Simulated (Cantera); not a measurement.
Charge: 1 mol C2H6, 0.093 mol CO2, 46 mol H2, 0.019 mol O2, held at 0.133 bar.

These are equilibrium values from Cantera (NASA tables, ideal gas, pure condensed phases), not measurements of a reactor. Candidate condensed phases: C, C6H6, C7H8, C8H18, H2O; 110 gas species. The numbers say what is thermodynamically allowed, not how fast it happens.

**Question.** What share of the C ends up in condensed phases as a function of T (K), at 2348, 2423, 2498, 2573, 2648, 2723, 2798, 2873?

**Answer.** 
```json
[
 {"T (K)": "2348", "C condensed (%)": "64.0", "as": "C(graphite)"},
 {"T (K)": "2423", "C condensed (%)": "53.8", "as": "C(graphite)"},
 {"T (K)": "2498", "C condensed (%)": "40.4", "as": "C(graphite)"},
 {"T (K)": "2573", "C condensed (%)": "23.6", "as": "C(graphite)"},
 {"T (K)": "2648", "C condensed (%)": "2.5", "as": "C(graphite)"},
 {"T (K)": "2723", "C condensed (%)": "0.0", "as": "-"},
 {"T (K)": "2798", "C condensed (%)": "0.0", "as": "-"},
 {"T (K)": "2873", "C condensed (%)": "0.0", "as": "-"}
]
```
